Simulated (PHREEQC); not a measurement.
A solution holds 0.066 mol Ni(NO3)2 per kg of water, at 38 °C. It is in equilibrium with CO2 at log p = -3.4 (atm). Otherwise closed; pH follows from the charge balance.

All values are PHREEQC results (ion-association model, wateq4f.dat), not measurements.

No solid was allowed to form.

Task: Estimate the pH.

Result: pH 5.21.

Task: In which forms is C present?

Result: CO2 65 %, NiHCO3+ 20 %, NiCO3 7.4 %, HCO3- 7.4 % of the C.

Species that the database lacks are ignored. Constants without temperature data keep their 25 °C values here.
